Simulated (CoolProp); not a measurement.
Vapour-liquid equilibrium of R134a (1) + isobutane (2) at 93 kPa; x and y are mole fractions of (1).

Model: multi-fluid Helmholtz-energy mixture model, Tillner-Roth 1994 and Bücker 2006; pair parameters Bell 2016, in CoolProp.

| x | bubble temperature, mixture model (K) | bubble temperature, Raoult's law (K) | y, mixture model | y, Raoult's law |
|---|---|---|---|---|
| 0.05 | 250.6 | 258.2 | 0.325 | 0.088 |
| 0.2 | 241.4 | 255.4 | 0.592 | 0.315 |
| 0.35 | 239.7 | 253.0 | 0.641 | 0.496 |
| 0.5 | 239.5 | 250.9 | 0.649 | 0.646 |
| 0.65 | 239.5 | 249.0 | 0.652 | 0.772 |
| 0.8 | 239.8 | 247.3 | 0.681 | 0.879 |
| 0.95 | 242.4 | 245.7 | 0.842 | 0.972 |

The largest gap from Raoult's law is -14.0 K in bubble temperature, at x = 0.2. y crosses x between x = 0.65 and 0.8: the model has an azeotrope there.

Pair parameters are fitted to limited data, so mixtures are less certain than the pure fluids. With so large a gap from Raoult's law the liquid may split in two, which this calculation doesn't test in full.
